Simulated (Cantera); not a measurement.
An adiabatic, constant-pressure homogeneous reactor starts with CH4 : O2 : N2 = 1 : 2.3 : 8.64 (molar parts), equivalence ratio 0.87, at 1475 K and 7500 Torr. Integrator tolerance rtol = 1e-08.

Model: GRI-Mech 3.0 (53 species, 325 reactions), integrated in Cantera.

Task: What does this change do: pressure from 7500 Torr to 750 Torr?

Result: 
| quantity | before | after |
|---|---|---|
| time of steepest temperature rise | 0.226 ms | 1.44 ms |
| temperature at 4.00 s | 2819 K | 2682 K |
| equilibrium temperature | 2819 K | 2682 K |
| x(CH4) at 4.00 s | <1e-12 (gas-phase equilibrium <1e-12) | <1e-12 (gas-phase equilibrium <1e-12) |
| x(O2) at 4.00 s | 0.0269 (gas-phase equilibrium 0.0269) | 0.0316 (gas-phase equilibrium 0.0316) |
| x(H) at 4.00 s | 0.00229 (gas-phase equilibrium 0.00229) | 0.00553 (gas-phase equilibrium 0.00553) |
| x(C2H4) at 4.00 s | <1e-12 (gas-phase equilibrium <1e-12) | <1e-12 (gas-phase equilibrium <1e-12) |
| x(NO) at 4.00 s | 0.0128 (gas-phase equilibrium 0.0128) | 0.0113 (gas-phase equilibrium 0.0113) |
| x(HCO) at 4.00 s | 4.23e-8 (gas-phase equilibrium 4.23e-8) | 1.67e-8 (gas-phase equilibrium 1.67e-8) |
| x(CH2CO) at 4.00 s | <1e-12 (gas-phase equilibrium <1e-12) | <1e-12 (gas-phase equilibrium <1e-12) |

Task: What does this change do: CH4 1 to 0.35 parts?

Result: 
```tsv
quantity	before	after
time of steepest temperature rise	0.226 ms	0.163 ms
temperature at 4.00 s	2819 K	2114 K
equilibrium temperature	2819 K	2114 K
x(CH4) at 4.00 s	<1e-12 (gas-phase equilibrium <1e-12)	<1e-12 (gas-phase equilibrium <1e-12)
x(O2) at 4.00 s	0.0269 (gas-phase equilibrium 0.0269)	0.137 (gas-phase equilibrium 0.137)
x(H) at 4.00 s	0.00229 (gas-phase equilibrium 0.00229)	6.33e-6 (gas-phase equilibrium 6.33e-6)
x(C2H4) at 4.00 s	<1e-12 (gas-phase equilibrium <1e-12)	<1e-12 (gas-phase equilibrium <1e-12)
x(NO) at 4.00 s	0.0128 (gas-phase equilibrium 0.0128)	0.00821 (gas-phase equilibrium 0.00821)
x(HCO) at 4.00 s	4.23e-8 (gas-phase equilibrium 4.23e-8)	1.52e-12 (gas-phase equilibrium 1.52e-12)
x(CH2CO) at 4.00 s	<1e-12 (gas-phase equilibrium <1e-12)	<1e-12 (gas-phase equilibrium <1e-12)
```
